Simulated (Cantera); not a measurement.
A closed system holds: 1 mol C3H8, 0.46 mol H2O, held at 2648.15 K and 0.260 bar.

Cantera equilibrium calculation (NASA polynomials, part measured and part estimated; ideal gas, pure solids and liquids). Candidate condensed phases: C, C6H6, C7H8, C8H18, H2O; 110 gas species. Kinetics and transport are ignored.

Base state: H2 0.812, CO 0.0896, H 0.0822, C2H2 (acetylene) 0.0158, C2H 0.000155, C4H2 0.000128, CH3 3.61e-5, CH4 2.05e-5 (mole fractions); condensed: C(graphite).

Question: What changes in the equilibrium state with this change: temperature from 2648.15 K to 2050 K?

Answer: 
| species | before | after |
|---|---|---|
| H2 | 0.812 | 0.901 |
| CO | 0.0896 | 0.0933 |
| H | 0.0822 | 0.00422 |
| C2H2 (acetylene) | 0.0158 | 0.000957 |
| C3 | 1.68e-5 | <1e-9 |
| C2H | 0.000155 | 9.91e-8 |
| C4H2 | 0.000128 | 4.10e-7 |
| C2H2 (vinylidene) | 1.98e-5 | 1.15e-7 |
| CH3 | 3.61e-5 | 7.25e-6 |
| C(graphite), mol | 2.37 | 2.53 |
